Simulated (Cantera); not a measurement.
Source: NASA polynomial tables (part measured, part estimated), evaluated in Cantera. Values are per mole of reaction as written; species without (g) are pure solids or liquids, kept so even where they would boil at 1 bar.

NO(g) + Mg(g) = MgO + N(g), with ΔH° = -366.9 kJ and ΔS° = -179.1 J/K at 300 K.

Question: How far is the shortcut ΔG° ≈ ΔH°(300 K) − T·ΔS°(300 K) from the full temperature-dependent value at 400, 425, 450, 475, 500, 525, 550 K?

Answer: 
```
T (K)  shortcut (kJ)  full (kJ)  difference (kJ)  difference in log10 K
-----  -------------  ---------  ---------------  ---------------------
400           -295.3     -295.4              0.1                  -0.02
425           -290.8     -291.0              0.2                  -0.03
450           -286.3     -286.7              0.3                  -0.04
475           -281.9     -282.3              0.4                  -0.05
500           -277.4     -278.0              0.6                  -0.06
525           -272.9     -273.6              0.7                  -0.07
550           -268.4     -269.3              0.9                  -0.09
```
The shortcut ignores the heat-capacity change of the reaction.
